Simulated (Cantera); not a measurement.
A perfectly stirred reactor is fed with CH4 : O2 : N2 = 1 : 1.67 : 8.5 (molar parts), equivalence ratio 1.2, at 533 Torr; it is adiabatic with a 775 K inlet, and is followed from long to short residence time, starting on the burning branch (τ in s: 0.024, 0.014, 0.0081, 0.0046, 0.0027, 0.0015, 0.00088, 0.00051, 0.00029, 0.00017, 9.6e-05).

Cantera simulation using GRI-Mech 3.0 (53 species, 325 reactions); the numbers are that mechanism's predictions, not measurements.

Question: What does this change do: pressure from 533 Torr to 7500 Torr?

Answer: 
```csv
quantity,before,after
"blow-out, bracketed by the residence times tried","burning at 0.170 ms, out at 96.0 µs","burning at 96.0 µs, the shortest tried"
x(CH4) at τ = 24.0 ms,1.62e-5,4.49e-5
x(O2) at τ = 24.0 ms,0.00104,9.81e-5
x(N2O) at τ = 24.0 ms,3.09e-8,2.79e-8
x(C2H6) at τ = 24.0 ms,1.10e-10,2.06e-9
x(HCO) at τ = 24.0 ms,1.94e-7,4.95e-8
x(CH4) at τ = 1.50 ms,0.000106,0.000205
x(O2) at τ = 1.50 ms,0.00423,0.000751
x(N2O) at τ = 1.50 ms,3.69e-8,1.02e-7
x(C2H6) at τ = 1.50 ms,2.79e-9,7.38e-8
x(HCO) at τ = 1.50 ms,2.28e-6,3.00e-7
```
